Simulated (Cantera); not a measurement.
Catalytic stagnation flow on Pt

A jet of 0.990 % CH₄, 20.8 % O₂, 78.2 % N₂ at 300 K and 37000 Pa hits a platinum plate 9.4 cm away at a mass flux of 0.11 kg/m²/s; the plate temperature is set and raised in steps from an oxygen-covered start.

Detailed kinetics in Cantera: Deutschmann's 1995 Pt surface mechanism with GRI-Mech 3.0 gas chemistry. Catalytic surfaces can have several steady states; this one follows from the mechanism file's or the stated starting coverage.

| plate T (K) | wall x CH₄ | wall x O₂ | wall x H₂O | wall x OH | wall x CO | wall x CO₂ | θ free Pt | θ O* | θ OH* |
|---|---|---|---|---|---|---|---|---|---|
| 900 | 0.00625 | 0.200 | 0.00681 | 1.21e-8 | 1.81e-6 | 0.00445 | 0.113 | 0.886 | 0.00105 |
| 950 | 0.00432 | 0.196 | 0.0104 | 3.93e-8 | 1.71e-6 | 0.00680 | 0.161 | 0.838 | 0.00123 |
| 1000 | 0.00288 | 0.193 | 0.0130 | 1.06e-7 | 1.51e-6 | 0.00853 | 0.215 | 0.784 | 0.00128 |
| 1050 | 0.00187 | 0.191 | 0.0147 | 2.71e-7 | 1.70e-6 | 0.00959 | 0.271 | 0.727 | 0.00125 |
| 1100 | 0.00123 | 0.190 | 0.0159 | 5.95e-7 | 2.02e-6 | 0.0103 | 0.329 | 0.669 | 0.00118 |
x: mole fraction at the wall; θ: surface coverage.
